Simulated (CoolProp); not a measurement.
R236FA along the isobar 27.1 bar: fugacity coefficient from the reference equation and from simpler models built on Tc = 398.1 K, pc = 31.91 bar, ω = 0.377; each cubic takes its own stable root.

Computed with CoolProp (reference Helmholtz-energy equation of state, Pan 2012).

```
T (K)   phase  reference
-----  ------  ---------
225.6  liquid   0.003821
238.1  liquid   0.008154
250.5  liquid    0.01572
263    liquid    0.02810
275.4  liquid    0.04669
287.9  liquid    0.07345
300.3  liquid     0.1094
312.8  liquid     0.1565
325.3  liquid     0.2153
337.7  liquid     0.2854
350.2  liquid     0.3676
362.6  liquid     0.4597
375.1  liquid     0.5608
387.5  liquid     0.6656
400       gas     0.7184
```

### Question
How far does each simpler model (Soave-Redlich-Kwong, Peng-Robinson) lie from the reference over these 15 states: mean and median of the absolute difference, and the worst?

### Answer
- Soave-Redlich-Kwong: mean 2.2 %, median 2.2 %, worst +3.7 % at 337.7 K and 27.1 bar
- Peng-Robinson: mean 0.8 %, median 0.3 %, worst +3.6 % at 225.6 K and 27.1 bar
